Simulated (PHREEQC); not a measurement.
Dissolve 0.0083 mol CuCl2, 0.039 mol HBF4 and 0.51 mol Na2SO4 per kg of water at 25 °C. Closed to the air; pH follows from the charge balance.

Equilibrium calculation in PHREEQC: ion-association model, phreeqc.dat.

No solid was allowed to form.

Task: Order these S species by the share of S that they hold, largest first: CuSO4, NaSO4-, SO4-2, HSO4-.

Result: SO4-2 (55 %), NaSO4- (38 %), HSO4- (6.1 %), CuSO4 (0.91 %)

The pH is 2.20 and the ionic strength 1.13 mol/kgw. Ionic strength above about 0.7 mol/kgw puts this run outside the model's range. Species that the database lacks are ignored. Real BF4- forms and hydrolyses slowly; the run takes it at equilibrium.
